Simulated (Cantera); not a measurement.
An isothermal, constant-pressure homogeneous reactor starts with CO : O2 : H2O : N2 = 0.0013 : 0.0095 : 0.00026 : 1 (molar parts), at 1350 K and 10.0 bar.

Model: GRI-Mech 3.0 (53 species, 325 reactions), integrated in Cantera.

x: mole fraction; the columns are a selection and need not sum to one.

```csv
t (s),x CO,x O2,x H2O,x H,x H2
0.000800,0.00129,0.00940,0.000257,1.47e-9,4.12e-10
0.00208,0.00127,0.00939,0.000256,7.15e-8,7.31e-8
0.00541,(withheld),0.00926,0.000255,1.54e-7,5.88e-7
0.0141,(withheld),0.00904,0.000255,8.89e-8,3.54e-7
0.0366,(withheld),0.00884,0.000256,2.65e-8,1.05e-7
0.0953,(withheld),0.00876,0.000257,2.68e-9,1.16e-8
0.248,(withheld),0.00876,0.000257,1.24e-10,1.06e-9
0.645,(withheld),0.00876,0.000257,1.33e-11,2.17e-10
1.68,1.77e-9,0.00876,0.000257,1.01e-11,1.79e-10
4.37,1.75e-9,0.00876,0.000257,1.01e-11,1.79e-10
11.4,1.75e-9,0.00876,0.000257,1.01e-11,1.79e-10
29.6,1.75e-9,0.00876,0.000257,1.01e-11,1.79e-10
76.9,1.75e-9,0.00876,0.000257,1.01e-11,1.79e-10
200,1.75e-9,0.00876,0.000257,1.01e-11,1.79e-10
```

Question: What belongs in the gaps?

Answer: 
- 0.00541, x CO: 0.00103
- 0.0141, x CO: 0.000588
- 0.0366, x CO: 0.000170
- 0.0953, x CO: 1.55e-5
- 0.248, x CO: 5.36e-7
- 0.645, x CO: 1.36e-8
